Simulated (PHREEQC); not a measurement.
Consider water at 25 °C with 0.26 mol/kgw CaCl2, 0.24 mol/kgw CdCl2, 0.0018 mol/kgw Cd(NO3)2 and 0.002 mol/kgw ZnCl2. Closed to the air; pH follows from the charge balance.

Model: ion-association model, wateq4f.dat, run in PHREEQC.

```yaml
pH: 5.33
ionic_strength: 0.906 mol/kgw
activity_of_water: 0.981
```

| species | molality | activity | log γ |
|---|---|---|---|
| Cl- | 0.599 | 0.362 | -0.218 |
| Ca+2 | 0.260 | 0.0641 | -0.608 |
| CdCl+ | 0.102 | 0.0795 | -0.110 |
| CdCl2 | 0.0975 | 0.120 | 0.091 |
| CdCl3- | 0.0354 | 0.0275 | -0.110 |
| Cd+2 | 0.00633 | 0.00230 | -0.440 |
| NO3- | 0.00359 | 0.00201 | -0.250 |
| Zn+2 | 0.00134 | 0.000284 | -0.675 |
| ZnCl+ | 0.000455 | 0.000277 | -0.216 |
| ZnCl2 | 8.54e-5 | 0.000105 | 0.091 |
| ZnCl3- | 7.03e-5 | 4.28e-5 | -0.216 |

Precipitation was switched off in this run. Caution: at this ionic strength the ion-association model is outside its range; a Pitzer model would be the better tool where its parameters exist.
